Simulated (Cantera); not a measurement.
A diamond (100) surface in a fixed gas of H2 with x(CH4) = 0.0084, x(CH3) = 0.00016, at 973 K, 0.0533 atm; coverages are run to steady state.

Computed with Cantera and the Harris–Goodwin 1993 mechanism for the reconstructed diamond (100) surface.

One state of this run: growth (µm/h) = 4.05; θ c6HH = 0.620; θ c6H* = 0.0167; θ c6*H = 0.353; θ c6** = 0.00814; θ c6HM = 0.00147. θ: site fractions in the mechanism's names (c6HH fully hydrogenated, c6H* and c6*H radical sites, c6** diradical, c6HM methylated).

Task: Which value of x(H) does it belong to?
A) 0.00025
B) 0.00064
C) 0.0001
D) 0.067

Result: D, 0.067
